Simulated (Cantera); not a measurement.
# Ignition delay

Mixture: 5.93 % CH4, 22.8 % O2, 64.1 % N2, 7.12 % H2O, equivalence ratio 0.52, at 50000 Pa, adiabatic and at constant pressure. Ignition delay is the time to a rise of 400 K.

Model: GRI-Mech 3.0 (53 species, 325 reactions), integrated in Cantera.

```json
[
 {"T0 (K)": "1275", "delay (ms)": "18.6"},
 {"T0 (K)": "1350", "delay (ms)": "7.21"},
 {"T0 (K)": "1425", "delay (ms)": "3.10"},
 {"T0 (K)": "1500", "delay (ms)": "1.48"},
 {"T0 (K)": "1575", "delay (ms)": "0.777"},
 {"T0 (K)": "1650", "delay (ms)": "0.442"},
 {"T0 (K)": "1725", "delay (ms)": "0.267"},
 {"T0 (K)": "1800", "delay (ms)": "0.169"}
]
```

```
Item                                                    Result
--------------------------------------------------  ----------
apparent activation energy between 1650 and 1800 K  160 kJ/mol
```
